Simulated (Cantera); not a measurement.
A closed system holds: 1 mol PbO, 13 mol H₂, at 0.133 bar.

Method: chemical equilibrium by Gibbs-energy minimisation in Cantera with the NASA 1993 tables (ideal gas, pure condensed phases). Candidate condensed phases: H₂O, Pb, PbO, PbO₂, Pb₃O₄; 12 gas species. Equilibrium is a limit: real reactors are often held back by kinetics, nucleation or transport. All values below are at 1148 K.

Base state: H₂ 0.921, H₂O 0.0768, Pb 0.00210 (mole fractions); condensed: Pb(l).

**Question.** What changes in the equilibrium state with this change: PbO replaced by Pb?

**Answer.** 
```tsv
species	before	after
H₂	0.921	0.998
Pb	0.00210	0.00210
H₂O	0.0768	0
Pb(l), mol	0.973	0.973
```
